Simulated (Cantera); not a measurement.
## Hydrocarbon pyrolysis for carbon deposition

An isothermal, constant-pressure homogeneous reactor starts with 2.44 % C2H6, 97.6 % N2, at 1300 K and 0.00316 atm.

Cantera simulation using GRI-Mech 3.0 (53 species, 325 reactions); the numbers are that mechanism's predictions, not measurements. GRI-Mech 3.0 stops at C3 and has no aromatics, soot or wall deposition, so with more carbon than oxygen in the feed, carbon stays in small species such as C2H2 where larger ones or solid carbon would form. Radical loss at walls, strong at low pressure, is not modelled.

```csv
t (s),x C2H6,x H2,x C2H,x C2H2,x CH3,x C2H4
2.00e-5,0.0244,2.15e-12,<1e-12,<1e-12,5.05e-7,1.50e-12
0.000104,0.0244,6.43e-11,<1e-12,<1e-12,2.63e-6,1.30e-10
0.000545,0.0244,6.46e-9,<1e-12,<1e-12,1.37e-5,1.51e-8
0.00284,0.0244,1.47e-6,<1e-12,2.27e-11,6.96e-5,1.87e-6
0.0148,0.0239,0.000203,<1e-12,1.87e-7,0.000324,0.000216
0.0775,0.0177,0.00493,4.73e-10,0.000152,0.00108,0.00516
0.404,0.00119,0.0215,5.91e-9,0.00568,0.000365,0.0134
2.11,9.53e-6,0.0299,1.79e-9,0.0133,3.95e-5,0.00671
11.0,5.72e-7,0.0337,5.44e-10,0.0171,9.50e-6,0.00286
57.5,2.04e-7,0.0361,3.64e-10,0.0196,5.60e-6,0.000399
300,2.34e-7,0.0367,4.16e-10,0.0200,6.13e-6,1.38e-5
```
x: mole fraction; the columns are a selection and need not sum to one.

Equilibrium at this temperature and pressure: C2H6 2.22e-11, H2 0.0465, C2H 2.88e-10, C2H2 0.00704, CH3 4.94e-8, C2H4 2.97e-6 (gas phase only).
